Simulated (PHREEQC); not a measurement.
Dissolve 0.17 mol NH3 and 7.6e-05 mol NaAlO2 per kg of water at 25 °C. Closed to the air; pH follows from the charge balance.

Model: ion-association model, wateq4f.dat, run in PHREEQC.

This is a speciation only: nothing precipitates in the calculation.

Q: What pH does the model give?

A: pH 11.23.

Q: In which forms is N present?

A: NH3 99 %, NH4+ 1.1 % of the N.

Complexes and solids missing from the database can't appear.
